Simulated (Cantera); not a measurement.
Gas mixture: O2 : H2O = 0.073 : 0.9 (molar parts), at 101000 Pa, frozen composition.

Cantera's kinetic-theory transport with the Lennard-Jones parameters of GRI-Mech 3.0, ideal gas; thermal conductivity in the mixture-averaged form. Polar gases are described roughly by these parameters.

D: mixture-averaged diffusion coefficient of that species in the mixture.

```tsv
T (K)	ρ (kg/m³)	cp (J/kg/K)	μ (µPa s)	λ (mW/m/K)	Pr	D (cm²/s) CH4	D (cm²/s) CH3	D (cm²/s) CO2
400	0.581	1781	14.9	36.7	0.721	0.397	0.407	?
500	0.465	1831	18.7	47.6	0.719	0.607	0.621	?
600	0.387	1889	22.6	59.3	0.718	0.853	0.868	?
700	0.332	1950	26.4	71.8	0.715	1.13	1.15	?
800	0.290	2012	30.1	85.0	0.713	1.44	1.46	?
900	0.258	2075	33.8	98.6	0.711	1.78	1.79	?
1000	0.232	2141	37.4	113	0.710	2.14	2.16	?
1100	0.211	2207	40.9	127	0.711	2.53	2.54	?
1200	0.194	2269	44.4	141	0.712	2.94	2.96	?
```

### Question
What belongs in the gaps?

### Answer

- 400, D (cm²/s) CO2: 0.284
- 500, D (cm²/s) CO2: 0.440
- 600, D (cm²/s) CO2: 0.624
- 700, D (cm²/s) CO2: 0.834
- 800, D (cm²/s) CO2: 1.07
- 900, D (cm²/s) CO2: 1.32
- 1000, D (cm²/s) CO2: 1.60
- 1100, D (cm²/s) CO2: 1.90
- 1200, D (cm²/s) CO2: 2.22
